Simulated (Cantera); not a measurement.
A perfectly stirred reactor is fed with C3H8 : O2 : N2 = 1 : 9.8 : 36.9 (molar parts), at 4.93 atm; it is adiabatic with a 675 K inlet, and is followed from long to short residence time, starting on the burning branch (τ in s: 0.2, 0.086, 0.037, 0.016, 0.0068, 0.0029, 0.0013, 0.00054, 0.00023, 0.0001, 4.3e-05).

Detailed kinetics in Cantera: GRI-Mech 3.0 (53 species, 325 reactions). GRI-Mech 3.0 was tuned for natural gas; its chemistry of propane as a main component is partial and can be far from experiment.

**Question.** What does this change do: inlet temperature 675 to 773 K?

**Answer.** 
| quantity | before | after |
|---|---|---|
| blow-out, bracketed by the residence times tried | burning at 0.100 ms, out at 43.0 µs | burning at 43.0 µs, the shortest tried |
| x(C3H8) at τ = 0.200 s | 1.74e-7 | 1.02e-7 |
| x(O2) at τ = 0.200 s | 0.0984 | 0.0983 |
| x(OH) at τ = 0.200 s | 0.000494 | 0.000717 |
| x(HO2) at τ = 0.200 s | 1.25e-6 | 1.63e-6 |
| x(C2H4) at τ = 0.200 s | 8.58e-7 | 5.29e-7 |
| x(C3H8) at τ = 2.90 ms | 5.24e-6 | 3.69e-6 |
| x(O2) at τ = 2.90 ms | 0.0988 | 0.0986 |
| x(OH) at τ = 2.90 ms | 0.00131 | 0.00162 |
| x(HO2) at τ = 2.90 ms | 8.02e-6 | 6.36e-6 |
| x(C2H4) at τ = 2.90 ms | 1.69e-5 | 1.27e-5 |
